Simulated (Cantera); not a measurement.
Cantera run:

```python
import numpy as np
import cantera as ct

gas_names = """
    H HO2 H2 H2O H2O2 H2S H2SO4 O OH O2 O3 S SH SO SO2 SO3 S2 S2O S8
""".split()
cond_names = """
    H2O(s) H2O(L) H2SO4(L) S(cr1) S(cr2) S(L)
""".split()


def load(file, names, dense=False):
    # The tables refer to 1 bar. Condensed volumes are neglected.
    table = {s.name: s for s in ct.Species.list_from_file(file)}
    out = []
    for n in names:
        d = dict(table[n].input_data)
        d["thermo"] = dict(d["thermo"], **{"reference-pressure": 1e5})
        if dense:
            d["equation-of-state"] = {"model": "constant-volume", "density": "1e6 g/cm^3"}
        out.append(ct.Species.from_dict(d))
    return out


gas = ct.Solution(thermo="ideal-gas", species=load("nasa_gas.yaml", gas_names))
cond = {s.name: ct.Solution(thermo="fixed-stoichiometry", species=[s], name=s.name)
        for s in load("nasa_condensed.yaml", cond_names, dense=True)}
atoms = {
    'S': {'S': 1},
    'H2': {'H': 2},
    'O2': {'O': 2},
}
top_T = {}  # K; cautious upper limits of use, not melting points


def equilibrate(T, P, feed):
    n = {}
    for name, mol in feed.items():
        for a, k in atoms[name].items():
            n[a] = n.get(a, 0.0) + k * mol
    gas.TPX = T, P, n
    mass = sum(n.values()) * gas.mean_molecular_weight
    gas.equilibrate("TP")
    valid = [c for c in cond.values() if c.min_temp <= T <= top_T.get(c.name, c.max_temp)]
    mix = ct.Mixture([(gas, mass / gas.mean_molecular_weight)] + [(c, 0.0) for c in valid])
    mix.T, mix.P = T, P
    mix.equilibrate("TP", solver="vcs", rtol=1e-11, max_steps=5000)
    return mix


results = []
T = 998.15  # K
P = 100000  # Pa
for m in [0.064, 0.16, 0.26, 0.36, 0.46, 0.55, 0.65, 0.75, 0.85, 0.95, 1]:
    feed = {'S': 1, 'H2': 0.39, 'O2': m}  # mol
    mix = equilibrate(T, P, feed)
    results.append((T, P, feed, dict(zip(mix.species_names, mix.species_moles))))

top = {s: max(r[3][s] / sum(r[3][g] for g in gas_names) for r in results) for s in gas_names}
cols = sorted((s for s in top if top[s] > 0.001), key=lambda s: -top[s])[:7]
seen = [c for c in cond_names if any(r[3].get(c, 0) > 1e-12 for r in results)]
print("log10 of partial pressures in bar; condensed amounts in mol")
print(f"{'n(O2)':>10s}" + "".join(f"{s[:9]:>10s}" for s in cols + seen))
for T, P, feed, n in results:
    ng = sum(n[g] for g in gas_names)
    print(f"{feed['O2']:10.4g}" + "".join(f"{np.log10(max(n[s] / ng * P / 1e5, 1e-99)):10.3f}" for s in cols)
          + "".join(f"{n.get(c, 0):10.4g}" for c in seen))
```

Result:

```
log10 of partial pressures in bar; condensed amounts in mol
     n(O2)       SO2        S2       H2S       H2O       S2O        H2
     0.064    -2.045    -0.326    -0.439    -0.829    -2.501    -2.417
      0.16    -1.186    -0.343    -0.655    -0.604    -2.084    -2.626
      0.26    -0.836    -0.395    -0.812    -0.547    -1.949    -2.756
      0.36    -0.644    -0.460    -0.938    -0.527    -1.901    -2.849
      0.46    -0.517    -0.535    -1.051    -0.521    -1.894    -2.926
      0.55    -0.433    -0.610    -1.150    -0.522    -1.908    -2.986
      0.65    -0.360    -0.704    -1.259    -0.525    -1.942    -3.049
      0.75    -0.303    -0.813    -1.375    -0.530    -1.996    -3.110
      0.85    -0.256    -0.947    -1.505    -0.535    -2.072    -3.173
      0.95    -0.216    -1.120    -1.660    -0.542    -2.182    -3.242
         1    -0.199    -1.233    -1.757    -0.545    -2.259    -3.282
```

These are equilibrium values from Cantera (NASA tables, ideal gas, pure condensed phases), not measurements of a reactor. Gases not in the tables: S3 to S7.
